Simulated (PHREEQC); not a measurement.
A made-up water analysis in mg/kgw, 25 °C, pH 6.29: Na 3590; K 473; Ca 54.1; Mg 90.4; Cl 4680; S(6) as SO4 2390; Alkalinity as HCO3 0.156.

Valence states are taken as typed.

The numbers come from PHREEQC with the Pitzer model, pitzer.dat.

Precipitation was switched off in this run.

Question: Predict the specific conductance, charge-balance error, density.

Answer: specific conductance 17500 µS/cm; charge-balance error -0.9 %; density 1.006 g/cm³.

Question: In which forms is C present?

Answer: HCO3- 54 %, CO2 46 % of the C.

Species that the database lacks are ignored.
